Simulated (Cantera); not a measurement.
What does this Cantera script print?

```python
import numpy as np
import cantera as ct

gas_names = """
    F F2 N NF NF2 NF3 N2 Si SiF SiF2 SiF3 SiF4 SiN Si2 Si2N Si3
""".split()
cond_names = """
    Si(cr) Si(L) Si3N4(a)
""".split()


# ... load() reads the species with a 1 bar reference pressure and builds the phases ...
atoms = {
    'Si': {'Si': 1},
    'NF3': {'N': 1, 'F': 3},
    'N2': {'N': 2},
    'F2': {'F': 2},
}
top_T = {'Si3N4(a)': 2400}  # K; cautious upper limits of use, not melting points


# ... equilibrate(T, P, feed) seeds the gas with the atoms and calls Mixture.equilibrate('TP', solver="vcs", rtol=1e-11, max_steps=5000) ...
results = []
feed = {'Si': 1, 'NF3': 4.9, 'N2': 0.46, 'F2': 1.7}  # mol
P = 35  # Pa
for T in [550, 650, 750, 850, 950, 1050, 1150, 1250, 1350, 1450]:
    mix = equilibrate(T, P, feed)
    results.append((T, P, feed, dict(zip(mix.species_names, mix.species_moles))))

top = {s: max(r[3][s] / sum(r[3][g] for g in gas_names) for r in results) for s in gas_names}
cols = sorted((s for s in top if top[s] > 0.0001), key=lambda s: -top[s])[:9]
seen = [c for c in cond_names if any(r[3].get(c, 0) > 1e-12 for r in results)]
print("log10 of partial pressures in bar; condensed amounts in mol")
print(f"{'T/K':>10s}" + "".join(f"{s[:9]:>10s}" for s in cols + seen))
for T, P, feed, n in results:
    ng = sum(n[g] for g in gas_names)
    print(f"{T:10.4g}" + "".join(f"{np.log10(max(n[s] / ng * P / 1e5, 1e-99)):10.3f}" for s in cols)
          + "".join(f"{n.get(c, 0):10.4g}" for c in seen))
```

Output:

```
log10 of partial pressures in bar; condensed amounts in mol
       T/K         F       NF3        F2        N2      SiF4
       550    -6.717    -3.656    -4.448    -4.386    -4.283
       650    -5.177    -4.367    -3.738    -4.086    -4.449
       750    -4.305    -5.763    -3.738    -4.066    -4.525
       850    -3.787    -7.331    -4.042    -4.147    -4.611
       950    -3.600    -9.242    -4.730    -4.225    -4.689
      1050    -3.568   -11.127    -5.530    -4.244    -4.708
      1150    -3.563   -12.742    -6.236    -4.247    -4.711
      1250    -3.563   -14.106    -6.836    -4.247    -4.711
      1350    -3.562   -15.269    -7.351    -4.247    -4.711
      1450    -3.562   -16.271    -7.795    -4.248    -4.711
```

Equilibrium computed with Cantera from the NASA thermochemical tables; the gas is ideal and each condensed phase is pure.
